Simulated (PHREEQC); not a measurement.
Dissolve 4.7 mmol/kgw TMAH, 0.36 mmol/kgw Na2SiO3 and 1.5 mmol/kgw K2CO3 at 25 °C. Closed to the air; pH follows from the charge balance.

Computed with PHREEQC (ion-association model, phreeqc.dat).

```json
{
  "pH": "11.66",
  "ionic_strength": "0.00986 mol/kgw",
  "total_alkalinity": "8.42 meq/kg"
}
```

| species | molality | activity | log γ |
|---|---|---|---|
| OH- | 0.00510 | 0.00459 | -0.045 |
| (CH3)4N+ | 0.00470 | 0.00424 | -0.045 |
| K+ | 0.00300 | 0.00270 | -0.045 |
| CO3-2 | 0.00144 | 0.000967 | -0.172 |
| Na+ | 0.000707 | 0.000639 | -0.044 |
| H3SiO4- | 0.000341 | 0.000308 | -0.045 |
| HCO3- | 5.01e-5 | 4.54e-5 | -0.043 |
| H2SiO4-2 | 1.41e-5 | 9.51e-6 | -0.172 |
| NaCO3- | 1.27e-5 | 1.15e-5 | -0.045 |
| H4SiO4 | 4.59e-6 | 4.60e-6 | 0.001 |
| NaHCO3 | 1.63e-8 | 1.63e-8 | 0.001 |

No solid was allowed to form. (CH3)4N+ isn't in the database: it is added as a free cation with an ion size of 4 Å.
